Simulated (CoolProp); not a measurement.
Tetradecamethylhexasiloxane (MD4M) along the isotherm 346.85 °C: fugacity coefficient from the reference equation and from simpler models built on Tc = 380.0 °C, pc = 0.8286 MPa, ω = 0.800; each cubic takes its own stable root.

Model: reference Helmholtz-energy equation of state, Thol 2019, in CoolProp.

```json
[
 {"p (MPa)": "0.276", "phase": "gas", "reference": "0.8411", "van der Waals": "0.8884", "Redlich-Kwong": "0.8706"},
 {"p (MPa)": "0.552", "phase": "liquid", "reference": "0.6545", "van der Waals": "0.7749", "Redlich-Kwong": "0.7422"},
 {"p (MPa)": "0.829", "phase": "liquid", "reference": "0.4580", "van der Waals": "0.6132", "Redlich-Kwong": "0.5553"},
 {"p (MPa)": "1.1", "phase": "liquid", "reference": "0.3620", "van der Waals": "0.4994", "Redlich-Kwong": "0.4445"},
 {"p (MPa)": "1.38", "phase": "liquid", "reference": "0.3027", "van der Waals": "0.4294", "Redlich-Kwong": "0.3759"},
 {"p (MPa)": "1.66", "phase": "liquid", "reference": "0.2639", "van der Waals": "0.3840", "Redlich-Kwong": "0.3308"},
 {"p (MPa)": "1.93", "phase": "liquid", "reference": "0.2374", "van der Waals": "0.3537", "Redlich-Kwong": "0.3001"},
 {"p (MPa)": "2.21", "phase": "liquid", "reference": "0.2171", "van der Waals": "0.3310", "Redlich-Kwong": "0.2766"},
 {"p (MPa)": "2.49", "phase": "liquid", "reference": "0.2017", "van der Waals": "0.3145", "Redlich-Kwong": "0.2587"},
 {"p (MPa)": "2.76", "phase": "liquid", "reference": "0.1901", "van der Waals": "0.3026", "Redlich-Kwong": "0.2454"},
 {"p (MPa)": "3.04", "phase": "liquid", "reference": "0.1805", "van der Waals": "0.2934", "Redlich-Kwong": "0.2344"},
 {"p (MPa)": "3.31", "phase": "liquid", "reference": "0.1730", "van der Waals": "0.2869", "Redlich-Kwong": "0.2259"},
 {"p (MPa)": "3.59", "phase": "liquid", "reference": "0.1667", "van der Waals": "0.2821", "Redlich-Kwong": "0.2189"},
 {"p (MPa)": "3.87", "phase": "liquid", "reference": "0.1616", "van der Waals": "0.2788", "Redlich-Kwong": "0.2132"},
 {"p (MPa)": "4.14", "phase": "liquid", "reference": "0.1575", "van der Waals": "0.2770", "Redlich-Kwong": "0.2088"}
]
```

At some of these states van der Waals, Redlich-Kwong gives the other phase, because its saturation line lies elsewhere.
